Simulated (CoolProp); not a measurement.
Hexamethyldisiloxane (MM) along the isobar 14.7 bar: fugacity coefficient from the reference equation and from simpler models built on Tc = 245.6 °C, pc = 19.31 bar, ω = 0.418; each cubic takes its own stable root.

Model: reference Helmholtz-energy equation of state, Thol 2016, in CoolProp.

```tsv
T (°C)	phase	reference
172.25	liquid	0.3338
197.15	liquid	0.4831
222.15	liquid	0.6551
247.05	gas	0.7398
272.05	gas	0.7819
296.95	gas	0.8154
321.95	gas	0.8431
346.85	gas	0.8661
```

Task: How far does each simpler model (van der Waals, Redlich-Kwong, Soave-Redlich-Kwong, Peng-Robinson) lie from the reference over these 8 states: mean and median of the absolute difference, and the worst?

Result: 
- van der Waals: mean 16.4 %, median 3.7 %, worst +69.6 % at 172.25 °C and 14.7 bar
- Redlich-Kwong: mean 8.1 %, median 1.5 %, worst +32.6 % at 172.25 °C and 14.7 bar
- Soave-Redlich-Kwong: mean 2.2 %, median 1.5 %, worst +3.7 % at 197.15 °C and 14.7 bar
- Peng-Robinson: mean 0.8 %, median 0.9 %, worst -1.1 % at 247.05 °C and 14.7 bar

At some of these states van der Waals, Redlich-Kwong gives the other phase, because its saturation line lies elsewhere.
